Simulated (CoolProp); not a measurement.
R1233zd(E) at 298.15 K and 0.0614 MPa is throttled through a valve to 0.0131 MPa with no heat exchange. Each further row changes one setting.

Values from CoolProp's reference Helmholtz-energy equation of state, Akasaka 2022.

| case | temperature change (K) | final density (kg/m³) |
|---|---|---|
| as stated | -1.5 | 0.696 |
| outlet pressure 0.00393 MPa | -1.7 | 0.208 |
| outlet pressure 0.017 MPa | -1.4 | 0.905 |
